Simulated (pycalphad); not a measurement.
## Effect of Si content in Mg-Si-Al

CALPHAD calculation (pycalphad, COST 507 light-alloy database (1999)), 1 atm. These are 1990s assessments: newer ones move some temperatures and phases. Amounts are mole fractions of atoms.

One of these alloys has its liquidus at 635 °C, its solidus at 519 °C, and holds HCP_A3 0.96, MG2SI 0.04 at 327 °C. Which?
A) Mg-0.4245Si-6.515Al (wt.%)
B) Mg-0.2869Si-6.516Al (wt.%)
C) Mg-1.718Si-6.503Al (wt.%)
D) Mg-1.146Si-6.508Al (wt.%)
E) Mg-0.5736Si-6.513Al (wt.%)

C, Mg-1.718Si-6.503Al (wt.%). The others: Mg-0.2869Si-6.516Al (wt.%), liquidus 614, solidus 523; Mg-0.4245Si-6.515Al (wt.%), liquidus 613, solidus 522; Mg-0.5736Si-6.513Al (wt.%), liquidus 612, solidus 522; Mg-1.146Si-6.508Al (wt.%), liquidus 608, solidus 520

Database names, with the compositions (at.%) that they take in these runs: MG2SI: Mg 67 Si 33. HCP_A3 is hcp.
